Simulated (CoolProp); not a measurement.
Aqueous sodium chloride as a coolant, at 22 °C, 1 atm.

The numbers come from the Melinder's fits for secondary coolants in CoolProp.

| mass % | freezing point (°C) | viscosity (mPa s) | conductivity (W/(m K)) | density (kg/m³) | Prandtl number |
|---|---|---|---|---|---|
| 4.4 | -2.7 | 1.02 | 0.597 | 1029 | 6.77 |
| 6 | -3.7 | 1.05 | 0.596 | 1041 | 6.87 |
| 7.5 | [?] | 1.08 | 0.594 | 1051 | 6.97 |
| 9 | -5.8 | 1.12 | 0.593 | 1062 | 7.08 |
| 10.5 | -6.9 | 1.15 | 0.591 | 1074 | 7.21 |
| 12 | -8.2 | 1.19 | 0.590 | 1085 | 7.36 |
| 13.5 | -9.5 | 1.23 | 0.588 | [?] | 7.53 |
| 15 | -10.9 | 1.28 | 0.587 | 1108 | 7.73 |
| 16.6 | -12.5 | [?] | 0.585 | 1120 | 7.96 |
| 18.1 | -14.2 | 1.38 | 0.583 | 1132 | 8.21 |

Question: What belongs in the gaps?

Answer: 
- 7.5, freezing point (°C): -4.7
- 13.5, density (kg/m³): 1096
- 16.6, viscosity (mPa s): 1.33
